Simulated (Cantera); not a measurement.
A diamond (100) surface in a fixed gas of H2 with x(CH4) = 0.024, x(H) = 0.034, x(CH3) = 0.00082, 0.160 bar; coverages are run to steady state.

Cantera simulation using the Harris–Goodwin 1993 mechanism for the reconstructed diamond (100) surface; the numbers are that mechanism's predictions, not measurements.

θ: site fractions in the mechanism's names (c6HH fully hydrogenated, c6H* and c6*H radical sites, c6** diradical, c6HM methylated).

```
T (K)  growth (µm/h)  θ c6HH  θ c6H*  θ c6*H   θ c6**   θ c6HM
-----  -------------  ------  ------  ------  -------  -------
925                …   0.652  0.0130   0.306  0.00544   0.0179
1000               …   0.586  0.0191   0.367  0.00975   0.0130
1075               …   0.524  0.0262   0.420   0.0159  0.00961
1150               …   0.468  0.0339   0.463   0.0242  0.00706
1225               …   0.418  0.0420   0.497   0.0346  0.00484
1300               …   0.375  0.0502   0.523   0.0470  0.00273
1375               …   0.337  0.0582   0.541   0.0613  0.00117
```

Question: Complete the blanks.

Answer: 
- 925, growth (µm/h): 46.8
- 1000, growth (µm/h): 68.8
- 1075, growth (µm/h): 93.6
- 1150, growth (µm/h): 118
- 1225, growth (µm/h): 131
- 1300, growth (µm/h): 118
- 1375, growth (µm/h): 88.7
